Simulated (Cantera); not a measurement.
Cantera run, input and output.

```python
import numpy as np
import cantera as ct

gas = ct.Solution("gri30.yaml")
gas.TPX = 1848, 101325, {'NO': 1, 'N2': 0.13}
reactor = ct.IdealGasConstPressureReactor(gas, energy="off", clone=False)
net = ct.ReactorNet([reactor])
net.rtol, net.atol = 1e-08, 1e-18
show = ['NO', 'O', 'NO2', 'O2', 'N2O']
times = np.geomspace(3e-05, 4, 10)

steps = ct.SolutionArray(gas, extra=["t"])
rows = []
print(f"{'t/s':>10s}{'T/K':>9s}{'P/Pa':>11s}" + "".join(f"{s:>11s}" for s in show))
for t in times:
    while net.time < t:
        t_next = net.step()
        steps.append(gas.state, t=t_next)
    rows.append([np.interp(t, steps.t, y) for y in (steps.T, steps.P, *steps(*show).X.T)])
    print(f"{t:10.3e}{rows[-1][0]:9.1f}{rows[-1][1]:11.4g}" + "".join(f"{x:11.3e}" for x in rows[-1][2:]))
rate = np.gradient(steps.T, steps.t)
print("integrator steps:", len(steps.t))
if steps.T.max() > steps.T[0] + 200:
    print(f"time of steepest temperature rise: {steps.t[rate.argmax()]:.4e} s")
gas.TPX = 1848, 101325, {'NO': 1, 'N2': 0.13}
gas.equilibrate("TP")
print(f"equilibrium (TP): T = {gas.T:.1f} K  " + "  ".join(f"{s} {gas[s].X[0]:.3e}" for s in show))
```

It prints:

```
       t/s      T/K       P/Pa         NO          O        NO2         O2        N2O
 3.000e-05   1848.0  1.013e+05  8.849e-01  2.821e-06  5.646e-06  4.085e-08  8.275e-06
 1.113e-04   1848.0  1.013e+05  8.849e-01  4.037e-06  2.811e-05  3.511e-07  2.972e-05
 4.130e-04   1848.0  1.013e+05  8.847e-01  8.136e-06  1.162e-04  5.420e-06  9.797e-05
 1.533e-03   1848.0  1.013e+05  8.840e-01  1.810e-05  3.541e-04  1.294e-04  2.436e-04
 5.687e-03   1848.0  1.013e+05  8.816e-01  2.288e-05  4.686e-04  1.224e-03  3.336e-04
 2.110e-02   1848.0  1.013e+05  8.727e-01  2.620e-05  5.410e-04  5.603e-03  3.288e-04
 7.830e-02   1848.0  1.013e+05  8.409e-01  3.539e-05  7.279e-04  2.134e-02  3.025e-04
 2.905e-01   1848.0  1.013e+05  7.379e-01  5.538e-05  1.034e-03  7.264e-02  2.283e-04
 1.078e+00   1848.0  1.013e+05  4.919e-01  8.575e-05  1.093e-03  1.956e-01  9.855e-05
 4.000e+00   1848.0  1.013e+05  1.864e-01  1.124e-04  5.498e-04  3.488e-01  1.399e-05
integrator steps: 912
equilibrium (TP): T = 1848.0 K  NO 5.936e-03  O 1.255e-04  NO2 1.963e-05  O2 4.394e-01  N2O 2.862e-07
```

Cantera simulation using GRI-Mech 3.0 (53 species, 325 reactions); the numbers are that mechanism's predictions, not measurements.
